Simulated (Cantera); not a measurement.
# Si3N4 + H2 (sublimation and decomposition of ceramics)

A closed system holds: 1 mol Si3N4, 0.48 mol H2, equilibrated at 1.80 Pa.

Method: chemical equilibrium by Gibbs-energy minimisation in Cantera with the NASA 1993 tables (ideal gas, pure condensed phases). Candidate condensed phases: Si, Si3N4; 18 gas species. The tables' values for SiN are old estimates; treat these amounts as uncertain. Equilibrium is a limit: real reactors are often held back by kinetics, nucleation or transport.

| T (K) | log p N2 | log p Si | log p H2 | log p H | log p Si2 | log p N | n Si(s) | n Si(l) |
|---|---|---|---|---|---|---|---|---|
| 1573 | -4.84 | -7.26 | -5.46 | -7.12 | -9.94 | -14.86 | 2.99 | 0 |
| 1723 | -4.87 | -6.01 | -5.51 | -6.49 | -8.33 | -13.49 | 0 | 2.85 |
| 1873 | -5.15 | -5.05 | -5.88 | -6.13 | -7.18 | -12.47 | 0 | 0.428 |
| 2023 | -5.20 | -5.03 | -6.15 | -5.80 | -7.77 | -11.50 | 0 | 0 |
| 2173 | -5.21 | -5.04 | -6.60 | -5.61 | -8.34 | -10.65 | 0 | 0 |
| 2323 | -5.22 | -5.04 | -7.19 | -5.56 | -8.84 | -9.91 | 0 | 0 |
| 2473 | -5.22 | -5.04 | -7.78 | -5.54 | -9.26 | -9.25 | 0 | 0 |
| 2623 | -5.22 | -5.04 | -8.33 | -5.54 | -9.64 | -8.67 | 0 | 0 |
| 2773 | -5.22 | -5.04 | -8.82 | -5.54 | -9.98 | -8.15 | 0 | 0 |
| 2923 | -5.22 | -5.04 | -9.26 | -5.54 | -10.28 | -7.69 | 0 | 0 |
| 3073 | -5.22 | -5.04 | -9.66 | -5.54 | -10.56 | -7.27 | 0 | 0 |
log p: log10 of the partial pressure in bar; n: condensed amount in mol.

At 1573 K the condensed part is Si(s). From 1723 K to 1873 K the condensed part is Si(l). From 2023 K to 3073 K nothing is condensed. The main Si-bearing gas is Si throughout.
